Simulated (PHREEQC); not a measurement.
Dissolve 0.074 mol HF and 0.012 mol KF per kg of water at 35 °C. Closed to the air; pH follows from the charge balance.

The numbers come from PHREEQC with the ion-association model, wateq4f.dat.

Each row changes one thing in this solution. No solid was allowed to form.

| case | pH | ionic strength (mol/kgw) | HF (mol/kgw) | F- (mol/kgw) | H2F2 (mol/kgw) | HF2- (mol/kgw) |
|---|---|---|---|---|---|---|
| as made | 2.54 | 0.0152 | 0.0564 | 0.0124 | 0.00576 | 0.00286 |
| KF from 0.012 to 0.018 mol/kgw | 2.66 | 0.0205 | 0.0562 | 0.0166 | 0.00573 | 0.00385 |
| KF replaced by KOH at the same molality | 2.60 | 0.0148 | 0.0483 | 0.0123 | 0.00423 | 0.00245 |
| temperature from 35 to 10 °C | 2.46 | 0.0158 | 0.0478 | 0.0137 | 0.0101 | 0.00217 |
| diluted 5-fold with water | 2.75 | 0.00430 | 0.0122 | 0.00409 | 0.000267 | 0.000204 |
| temperature from 35 to 90 °C | 2.87 | 0.0135 | 0.0677 | 0.0106 | 0.000892 | 0.00296 |
| KF replaced by K3PO4 at the same molality | 2.95 | 0.0373 | 0.0382 | 0.0232 | 0.00265 | 0.00366 |
| 0.014 mol/kgw Na2CO3 added | 3.16 | 0.0404 | 0.0355 | 0.0352 | 0.00229 | 0.00517 |

Species that the database lacks are ignored. wateq4f.dat counts part of the HF as a dimer, H2F2, which phreeqc.dat doesn't know; its constant is uncertain. Constants without temperature data keep their 25 °C values here.
